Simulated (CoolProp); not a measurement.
R11 at 298.15 K and 0.0525 MPa is throttled through a valve to 0.0314 MPa with no heat exchange. Each further row changes one setting.

Model: reference Helmholtz-energy equation of state, Jacobsen 1992, in CoolProp.

```
case                         temperature change (K)  final density (kg/m³)
---------------------------  ----------------------  ---------------------
as stated                                         ?                   1.76
outlet pressure 0.00942 MPa                    -1.7                      ?
outlet pressure 0.0408 MPa                        ?                   2.30
```

Question: Fill in the missing entries.

Answer: 
- as stated, temperature change (K): -0.8
- outlet pressure 0.00942 MPa, final density (kg/m³): 0.527
- outlet pressure 0.0408 MPa, temperature change (K): -0.5
